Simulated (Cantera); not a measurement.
An isothermal, constant-pressure homogeneous reactor starts with 0.940 % H2, 95.9 % O2, 3.16 % N2, at 950 K and 0.00266 atm.

Model: GRI-Mech 3.0 (53 species, 325 reactions), integrated in Cantera. Radical loss at walls, strong at low pressure, is not modelled.

x: mole fraction; the columns are a selection and need not sum to one.

```
t (s)        x H2   x O2      x OH    x H2O2       x O
--------  -------  -----  --------  --------  --------
4.00e-5   0.00940  0.959    <1e-12    <1e-12    <1e-12
0.000252  0.00940  0.959    <1e-12    <1e-12    <1e-12
0.00159   0.00940  0.959  3.11e-12    <1e-12  3.57e-12
0.0100    0.00940  0.959  5.01e-11    <1e-12  8.77e-11
0.0632    0.00940  0.959         …    <1e-12   2.92e-7
0.399     4.28e-5  0.953         …   3.31e-9   0.00561
2.51      1.01e-5  0.957         …   3.14e-9   0.00145
15.9      5.22e-7  0.959         …   2.28e-9   7.98e-5
100       1.83e-8  0.959         …  7.10e-10   2.99e-6
```

Problem. Fill in the missing entries.

Solution. 
- 0.0632, x OH: 1.43e-7
- 0.399, x OH: 0.000259
- 2.51, x OH: 0.000126
- 15.9, x OH: 2.94e-5
- 100, x OH: 5.72e-6
